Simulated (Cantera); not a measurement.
What does this Cantera script print?

```python
import numpy as np
import cantera as ct

gas_names = """
    O N2O B2O2 BOCL BCL3
""".split()
cond_names = """
    BN(s)
""".split()


# ... load() reads the species with a 1 bar reference pressure and builds the phases ...
species = {s.name: s for s in load("nasa_gas.yaml", gas_names) + load("nasa_condensed.yaml", cond_names)}
# Each term lists the table entries of one substance; the one whose range holds T is used.
reactions = {
    '2 BN + 3 O(g) = N2O(g) + B2O2(g)':
        [(-2, ['BN(s)']), (-3, ['O']), (1, ['N2O']), (1, ['B2O2'])],
    '3 BOCl(g) + N2O(g) = 2 BN + 4 O(g) + BCl3(g)':
        [(-3, ['BOCL']), (-1, ['N2O']), (2, ['BN(s)']), (4, ['O']), (1, ['BCL3'])],
}


def pick(names, T):
    return next(species[n] for n in names if species[n].thermo.min_temp <= T <= species[n].thermo.max_temp)


results = []
for label, terms in reactions.items():
    print(label)
    print("     T/K   dH/kJ  dS/(J/K)   dG/kJ   log10 K")
    for T in [1198, 1248, 1298, 1348, 1398, 1448]:
        used = [(nu, pick(names, T)) for nu, names in terms]
        dH = sum(nu * s.thermo.h(T) for nu, s in used) / 1e6
        dS = sum(nu * s.thermo.s(T) for nu, s in used) / 1e3
        dG = dH - T * dS / 1e3
        logK = -dG * 1e6 / (ct.gas_constant * T * np.log(10))
        results.append((label, T, dH, dS, dG, logK, [s.name for _, s in used]))
        print(f"{T:8g} {dH:8.1f} {dS:8.1f} {dG:8.1f} {logK:8.2f}")
```

Output:

```
2 BN + 3 O(g) = N2O(g) + B2O2(g)
     T/K   dH/kJ  dS/(J/K)   dG/kJ   log10 K
    1198   -634.3    -70.5   -549.9    23.97
    1248   -635.3    -71.3   -546.3    22.86
    1298   -636.2    -72.0   -542.7    21.84
    1348   -637.1    -72.7   -539.1    20.89
    1398   -638.0    -73.4   -535.5    20.01
    1448   -638.9    -74.0   -531.8    19.18
3 BOCl(g) + N2O(g) = 2 BN + 4 O(g) + BCl3(g)
     T/K   dH/kJ  dS/(J/K)   dG/kJ   log10 K
    1198    978.9     60.8    906.1   -39.51
    1248    980.1     61.8    903.0   -37.79
    1298    981.3     62.7    899.9   -36.21
    1348    982.4     63.6    896.7   -34.75
    1398    983.6     64.4    893.5   -33.39
    1448    984.8     65.2    890.3   -32.12
```

Standard-state values (1 bar) from the NASA 1993 polynomials, evaluated with Cantera. The tables' values for BOCl are old estimates. Condensed species are held in their standard states even where they would react or evaporate.
